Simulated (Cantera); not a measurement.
A closed system holds: 1 mol Si3H8, 4.4 mol HCl, 48 mol H2, held at 10.0 mbar.

Equilibrium computed with Cantera from the NASA thermochemical tables; the gas is ideal and each condensed phase is pure. Candidate condensed phases: Si; 19 gas species. The feed counts by its element totals alone. The tables' values for SiCl3 are old estimates; treat these amounts as uncertain. Equilibrium is a limit: real reactors are often held back by kinetics, nucleation or transport. All values below are at 577 °C.

Base state: H2 0.975, SiCl4 0.0150, HCl 0.00523, SiHCl3 0.00463, SiH2Cl2 0.000126, SiCl3 8.39e-5, SiCl2 3.34e-5 (mole fractions); condensed: Si(s).

Q: What changes in the equilibrium state with this change: Si3H8 replaced by SiH2Cl2?

A: 
```
species       before     after
----------  --------  --------
H2             0.975     0.936
HCl          0.00523    0.0456
SiCl4         0.0150    0.0181
SiHCl3       0.00463  0.000616
SiH2Cl2     0.000126   1.85e-6
SiCl2        3.34e-5   5.10e-7
SiCl3        8.39e-5   1.14e-5
Si(s), mol      1.90         0
```
